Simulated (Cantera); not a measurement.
# Catalytic combustion on Pt

An isothermal plug-flow reactor at 900 K and 4.93 atm (inlet), inlet velocity 0.76 m/s, active area per volume 240 1/m; feed H₂ : O₂ : N₂ = 0.0079 : 0.11 : 0.79 (molar parts).

Computed with Cantera and Deutschmann's 1995 Pt surface mechanism with GRI-Mech 3.0 gas chemistry. Catalytic surfaces can have several steady states; this one follows from the mechanism file's or the stated starting coverage. Mass transfer to the wall is taken as infinitely fast.

```csv
z (m),x H₂,x O₂,x H₂O,θ free Pt,θ O*,θ OH*
5.1e-05,0.00798,0.121,0.000720,0.143,0.853,0.00351
0.00011,0.00728,0.121,0.00143,0.133,0.864,0.00353
0.00023,0.00614,0.120,0.00258,0.117,0.879,0.00353
0.00051,0.00439,0.119,0.00433,0.0948,0.902,0.00346
0.0011,0.00251,0.118,0.00622,0.0742,0.923,0.00333
0.0023,0.00101,0.118,0.00772,0.0608,0.936,0.00320
0.0051,0.000164,0.117,0.00857,0.0545,0.942,0.00312
```
x: gas mole fraction; θ: surface coverage.
